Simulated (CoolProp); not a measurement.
A closed Brayton cycle with dry air: compressor inlet 313.15 K and 2.2 MPa, high pressure 5.5 MPa, turbine inlet 855 K, compressor efficiency 0.8, turbine efficiency 0.85, recuperator effectiveness 0.9 (on enthalpy, no pinch check). Each further row changes one setting.

Computed with CoolProp (reference Helmholtz-energy equation of state, Lemmon 2000). It is a pseudo-pure fit of the blend.

| case | thermal efficiency (%) | net work (kJ/kg) | compressor to turbine work | compressor exit (K) | turbine exit (K) |
|---|---|---|---|---|---|
| as stated | 26.5 | 53.7 | 0.69 | 430.4 | 699.4 |
| turbine inlet 805 K | 23.1 | 43.5 | 0.73 | 430.4 | 657.1 |
| compressor inlet 323.15 K | 24.7 | 49.8 | 0.71 | 443.9 | 699.4 |
| high pressure 4.67 MPa | 27.5 | 49.5 | 0.66 | 407.2 | 724.8 |
| recuperator effectiveness 0.5 | 17.0 | 53.7 | 0.69 | 430.4 | 699.4 |
